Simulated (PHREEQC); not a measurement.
0.35 g of hydrous ferric oxide (600 m²/g; 0.2 weak and 0.005 strong sites per Fe, Dzombak-Morel constants, diffuse double layer) in 1 kg of water with 0.1 mol/kgw of an inert sodium salt and 3.2e-06 mol/kgw BaCl2, at 25 °C; the pH is set by adding NaOH or the inert anion's acid. O2 is buffered at 0.21 atm. No CO2 enters from the air. Nothing may precipitate in this run.

Base run: PHREEQC, ion-association model, wateq4f.dat. Each further column changes one thing. The table gives surface charge σ (C/m²).

```
pH      base  background salt from 0.1 to 0.01 mol/kgw  oxide from 0.35 to 1.8 g/kgw
----  ------  ----------------------------------------  ----------------------------
4      0.321                                     0.217                         0.321
5      0.215                                     0.114                         0.215
5.5    0.159                                     0.077                         0.159
6.5    0.074                                     0.030                         0.074
7      0.045                                     0.017                         0.045
8      0.004                                     0.002                         0.004
9     -0.034                                    -0.013                        -0.034
9.5   -0.059                                    -0.024                        -0.060
10.5  -0.135                                    -0.064                        -0.137
11    -0.188                                    -0.098                        -0.190
12    -0.303                                    -0.227                        -0.306
```
